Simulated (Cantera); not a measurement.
Mixture: 35.8 % CO, 1.18 % H2, 13.2 % O2, 49.8 % N2, at 14.8 atm, adiabatic and at constant volume. Ignition delay is the time to a rise of 400 K.

Computed with Cantera and GRI-Mech 3.0 (53 species, 325 reactions). The hydrogen kinetics of GRI-Mech 3.0 are dated; newer H2 mechanisms differ, most at raised pressure. The pressure lies above the range GRI-Mech 3.0 was tuned for (to about 10 atm).

Predict: delay at 1025 K; delay at 1075 K; delay at 1125 K; delay at 1175 K; delay at 1225 K; delay at 1275 K; delay at 1325 K; apparent activation energy between 1225 and 1325 K.


```json
{
  "delay at 1025 K": "1.60 ms",
  "delay at 1075 K": "0.557 ms",
  "delay at 1125 K": "0.213 ms",
  "delay at 1175 K": "88.8 µs",
  "delay at 1225 K": "40.7 µs",
  "delay at 1275 K": "21.0 µs",
  "delay at 1325 K": "12.5 µs",
  "apparent activation energy between 1225 and 1325 K": "160 kJ/mol"
}
```
